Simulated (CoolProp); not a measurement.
Methane at 298.15 K and 14.5 MPa flows at 0.29 m/s in a round tube of 20 mm bore and 45 µm roughness, fully developed (64/Re and Nu = 3.66 if laminar; Colebrook and Gnielinski if turbulent). Each further row changes one setting.

Values from CoolProp's reference Helmholtz-energy equation of state, Setzmann 1991.

```tsv
case	Reynolds number	Darcy friction factor	pressure drop (Pa/m)	heat-transfer coefficient (W/(m² K))	mass flow (kg/h)
as stated	41700	0.0275	6.63	371	37.5
velocity 0.58 m/s	83400	0.0260	25.0	709	75.1
diameter 40 mm	83400	0.0230	2.76	314	150
```

Viscosity comes from a separate model (Quiñones-Cisneros 2006). Thermal conductivity comes from a separate model (Friend 1989).
